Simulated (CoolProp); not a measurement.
Vapour-liquid equilibrium of CH2F2 (R32) (1) + dimethyl ether (2) at 33.35 °C; x and y are mole fractions of (1).

Values from CoolProp's multi-fluid Helmholtz-energy mixture model, Tillner-Roth 1997 and Wu 2011; pair parameters Bell 2016.

```
x     bubble pressure (MPa)  y at the bubble point  dew pressure at overall composition x (MPa)  liquid density (mol/L)
----  ---------------------  ---------------------  -------------------------------------------  ----------------------
0.05                 0.7992                  0.104                                       0.7705                   14.22
0.15                 0.9152                  0.283                                       0.8260                   14.56
0.25                  1.041                  0.431                                       0.8910                   14.91
0.35                  1.173                  0.551                                       0.9679                   15.26
0.45                  1.310                  0.650                                        1.060                   15.61
0.55                  1.450                  0.733                                        1.172                   15.98
0.65                  1.591                  0.803                                        1.310                   16.35
0.75                  1.733                  0.865                                        1.482                   16.74
0.85                  1.877                  0.921                                        1.696                   17.14
0.95                  2.025                  0.974                                        1.956                   17.56
```

No azeotrope shows between x = 0.05 and 0.95.

The pair parameters rest on a limited set of measurements; away from them the model extrapolates.
